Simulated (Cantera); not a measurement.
An isothermal, constant-pressure homogeneous reactor starts with CH4 : N2 = 1 : 3.2 (molar parts), at 1425 K and 2.40 Torr. Integrator tolerance rtol = 1e-08.

Cantera simulation using GRI-Mech 3.0 (53 species, 325 reactions); the numbers are that mechanism's predictions, not measurements. GRI-Mech 3.0 stops at C3 and has no aromatics, soot or wall deposition, so with more carbon than oxygen in the feed, carbon stays in small species such as C2H2 where larger ones or solid carbon would form. Radical loss at walls, strong at low pressure, is not modelled.

Problem. What does this change do: CH4 1 to 1.6 parts?

Solution. 
```json
[
 {"quantity": "x(CH4) at 100 s", "before": "0.0864 (gas-phase equilibrium 0.000230)", "after": "0.112 (gas-phase equilibrium 0.000413)"},
 {"quantity": "x(C2H6) at 100 s", "before": "8.88e-6 (gas-phase equilibrium 4.58e-10)", "after": "1.15e-5 (gas-phase equilibrium 1.13e-9)"},
 {"quantity": "x(H2) at 100 s", "before": "0.183 (gas-phase equilibrium 0.288)", "after": "0.248 (gas-phase equilibrium 0.374)"},
 {"quantity": "x(C2H4) at 100 s", "before": "0.000469 (gas-phase equilibrium 3.15e-5)", "after": "0.000592 (gas-phase equilibrium 5.99e-5)"},
 {"quantity": "x(CH3) at 100 s", "before": "0.000168 (gas-phase equilibrium 1.05e-6)", "after": "0.000193 (gas-phase equilibrium 1.64e-6)"},
 {"quantity": "x(H) at 100 s", "before": "1.79e-5 (gas-phase equilibrium 6.52e-5)", "after": "2.14e-5 (gas-phase equilibrium 7.43e-5)"},
 {"quantity": "x(C2H) at 100 s", "before": "6.84e-9 (gas-phase equilibrium 1.44e-8)", "after": "8.17e-9 (gas-phase equilibrium 1.84e-8)"}
]
```

Problem. What does this change do: CH4 1 to 0.53 parts?

Solution. 
```csv
quantity,before,after
x(CH4) at 100 s,0.0864 (gas-phase equilibrium 0.000230),0.0558 (gas-phase equilibrium 8.70e-5)
x(C2H6) at 100 s,8.88e-6 (gas-phase equilibrium 4.58e-10),5.78e-6 (gas-phase equilibrium 1.01e-10)
x(H2) at 100 s,0.183 (gas-phase equilibrium 0.288),0.113 (gas-phase equilibrium 0.186)
x(C2H4) at 100 s,0.000469 (gas-phase equilibrium 3.15e-5),0.000327 (gas-phase equilibrium 1.07e-5)
x(CH3) at 100 s,0.000168 (gas-phase equilibrium 1.05e-6),0.000134 (gas-phase equilibrium 4.91e-7)
x(H) at 100 s,1.79e-5 (gas-phase equilibrium 6.52e-5),1.36e-5 (gas-phase equilibrium 5.24e-5)
x(C2H) at 100 s,6.84e-9 (gas-phase equilibrium 1.44e-8),5.21e-9 (gas-phase equilibrium 9.38e-9)
```

Problem. What does this change do: pressure from 2.40 Torr to 25.5 Torr?

Solution. 
```tsv
quantity	before	after
x(CH4) at 100 s	0.0864 (gas-phase equilibrium 0.000230)	0.0403 (gas-phase equilibrium 0.00239)
x(C2H6) at 100 s	8.88e-6 (gas-phase equilibrium 4.58e-10)	3.89e-6 (gas-phase equilibrium 4.99e-8)
x(H2) at 100 s	0.183 (gas-phase equilibrium 0.288)	0.239 (gas-phase equilibrium 0.285)
x(C2H4) at 100 s	0.000469 (gas-phase equilibrium 3.15e-5)	0.000469 (gas-phase equilibrium 0.000326)
x(CH3) at 100 s	0.000168 (gas-phase equilibrium 1.05e-6)	3.80e-5 (gas-phase equilibrium 3.35e-6)
x(H) at 100 s	1.79e-5 (gas-phase equilibrium 6.52e-5)	1.13e-5 (gas-phase equilibrium 1.99e-5)
x(C2H) at 100 s	6.84e-9 (gas-phase equilibrium 1.44e-8)	4.31e-9 (gas-phase equilibrium 4.36e-9)
```
